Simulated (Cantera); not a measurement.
A Cantera script and its output.

```python
import numpy as np
import cantera as ct

gas = ct.Solution("gri30.yaml")
gas.TPX = 1550, 101325, {'CH4': 1, 'CO': 0.075, 'O2': 2.08, 'N2': 7.82}
reactor = ct.IdealGasConstPressureReactor(gas, energy="on", clone=False)
net = ct.ReactorNet([reactor])
net.rtol, net.atol = 1e-08, 1e-16
show = ['CH4', 'CO', 'O2', 'HCO', 'C2H', 'OH']
times = np.geomspace(2e-06, 0.3, 11)

steps = ct.SolutionArray(gas, extra=["t"])
rows = []
print(f"{'t/s':>10s}{'T/K':>9s}{'P/Pa':>11s}" + "".join(f"{s:>11s}" for s in show))
for t in times:
    while net.time < t:
        t_next = net.step()
        steps.append(gas.state, t=t_next)
    rows.append([np.interp(t, steps.t, y) for y in (steps.T, steps.P, *steps(*show).X.T)])
    print(f"{t:10.3e}{rows[-1][0]:9.1f}{rows[-1][1]:11.4g}" + "".join(f"{x:11.3e}" for x in rows[-1][2:]))
rate = np.gradient(steps.T, steps.t)
print("integrator steps:", len(steps.t))
if steps.T.max() > steps.T[0] + 200:
    print(f"time of steepest temperature rise: {steps.t[rate.argmax()]:.4e} s")
gas.TPX = 1550, 101325, {'CH4': 1, 'CO': 0.075, 'O2': 2.08, 'N2': 7.82}
gas.equilibrate("HP")
print(f"equilibrium (HP): T = {gas.T:.1f} K  " + "  ".join(f"{s} {gas[s].X[0]:.3e}" for s in show))
```

Output:

```
       t/s      T/K       P/Pa        CH4         CO         O2        HCO        C2H         OH
 2.000e-06   1550.0  1.013e+05  9.112e-02  6.834e-03  1.895e-01  4.725e-13  3.596e-26  1.828e-08
 6.586e-06   1550.0  1.013e+05  9.111e-02  6.834e-03  1.895e-01  1.739e-12  9.009e-24  2.612e-08
 2.169e-05   1550.0  1.013e+05  9.111e-02  6.833e-03  1.895e-01  1.449e-11  3.867e-21  5.594e-08
 7.143e-05   1549.9  1.013e+05  9.106e-02  6.832e-03  1.895e-01  2.672e-10  2.891e-18  1.872e-07
 2.352e-04   1550.8  1.013e+05  9.056e-02  6.843e-03  1.892e-01  1.355e-08  7.407e-15  1.052e-06
 7.746e-04   2517.6  1.013e+05  5.840e-16  4.868e-02  3.148e-02  7.905e-08  2.271e-20  2.356e-02
 2.551e-03   2751.0  1.013e+05  1.553e-15  4.193e-02  2.328e-02  3.839e-08  1.310e-19  2.035e-02
 8.400e-03   2746.8  1.013e+05  1.622e-15  4.208e-02  2.211e-02  3.830e-08  1.309e-19  1.987e-02
 2.766e-02   2746.8  1.013e+05  1.623e-15  4.208e-02  2.210e-02  3.830e-08  1.309e-19  1.986e-02
 9.110e-02   2746.8  1.013e+05  1.623e-15  4.208e-02  2.210e-02  3.830e-08  1.309e-19  1.986e-02
 3.000e-01   2746.8  1.013e+05  1.623e-15  4.208e-02  2.210e-02  3.830e-08  1.309e-19  1.986e-02
integrator steps: 1892
time of steepest temperature rise: 7.2395e-04 s
equilibrium (HP): T = 2746.8 K  CH4 2.152e-15  CO 4.208e-02  O2 2.210e-02  HCO 3.830e-08  C2H 1.387e-19  OH 1.986e-02
```

Cantera simulation using GRI-Mech 3.0 (53 species, 325 reactions); the numbers are that mechanism's predictions, not measurements.
